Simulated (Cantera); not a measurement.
Source: NASA polynomial tables (part measured, part estimated), evaluated in Cantera. Values are per mole of reaction as written; species without (g) are pure solids or liquids, kept so even where they would boil at 1 bar.

### Question
Between 448 and 1648 K, where is each reaction favourable under standard conditions?
- 2 Fe₂O₃ + 3 N(g) = 3 NO₂(g) + 4 Fe

### Answer
- 2 Fe₂O₃ + 3 N(g) = 3 NO₂(g) + 4 Fe: ΔG° is 250 kJ at 448 K and 106 kJ at 1648 K; it stays positive (K < 1). ΔH° is 275 kJ and ΔS° 103 J/K at 1648 K.
